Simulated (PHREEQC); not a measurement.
A solution holds 0.14 mol/kgw TMAH and 0.0012 mol/kgw NaAlO2, at 25 °C. Closed to the air; pH follows from the charge balance.

All values are PHREEQC results (ion-association model, wateq4f.dat), not measurements.

This is a speciation only: nothing precipitates in the calculation.

Problem. What pH does the model give?

Solution. pH 13.01.

Species that the database lacks are ignored. (CH3)4N+ isn't in the database: it is added as a free cation with an ion size of 4 Å.
